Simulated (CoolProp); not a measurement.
Vapour-liquid equilibrium of dimethyl carbonate (1) + n-decane (2) at 0.326 MPa; x and y are mole fractions of (1).

The numbers come from the multi-fluid Helmholtz-energy mixture model, Zhou 2011 and Lemmon 2006; pair parameters Bell 2016 in CoolProp.

Problem. Give the bubble temperature and the first vapour's composition at x = 0.575, 0.8, 0.875. Is there an azeotrope?

Solution. x = 0.575: 413.7 K, y = 0.906; x = 0.8: 409.4 K, y = 0.938; x = 0.875: 407.8 K, y = 0.955. No azeotrope shows between x = 0.05 and 0.95.

The pair parameters rest on a limited set of measurements; away from them the model extrapolates. With so large a gap from Raoult's law the liquid may split in two, which this calculation doesn't test in full.
